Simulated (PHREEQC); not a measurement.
Model water analysis in mmol/kgw, 25 °C, pH 6.6, pe 2.4:

| constituent | mmol/kgw |
|---|---|
| Na | 2.28 |
| K | 0.161 |
| Ca | 2.52 |
| Mg | 1.26 |
| Cl | 4.41 |
| S(6) | 0.682 |
| Alkalinity (meq/kgw) | 4.27 |
| Li | 0.00175 |
| Fe(2) | 0.238 |
| Br | 0.0321 |

Valence states are taken as typed.

Computed with PHREEQC (ion-association model, wateq4f.dat).

Q: The ionic strength comes out as 0.0140 mol/kgw. What activity coefficients do NaSO4-, HCO3-, Cl-, Fe+2, CO3-2 get?

A: NaSO4- 0.89, HCO3- 0.89, Cl- 0.89, Fe+2 0.64, CO3-2 0.63.

No solid was allowed to form. The solution is supersaturated, for example in Siderite, so a real one may precipitate; this is no full list.
